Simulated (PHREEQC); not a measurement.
A solution holds 0.00015 mol CaSO4 and 0.0038 mol Na2HPO4 per kg of water, at 20 °C. Closed to the air; pH follows from the charge balance.

Computed with PHREEQC (ion-association model, wateq4f.dat).

```csv
quantity,before,after
pH,8.81,9.32
ionic strength (mol/kgw),0.0115,0.0113
```

Question: What was changed between the two runs?
A. CaSO4 left out
B. Na2HPO4 left out
C. diluted 5-fold with water
D. diluted 100-fold with water
E. CaSO4 from 0.00015 to 7.5e-05 mol/kgw

Answer: A, CaSO4 left out

This is a speciation only: nothing precipitates in the calculation. Some of these states are supersaturated (in Hydroxyapatite, for instance). H3PO4, which wateq4f.dat lacks, is added to it with the constant of phreeqc.dat.
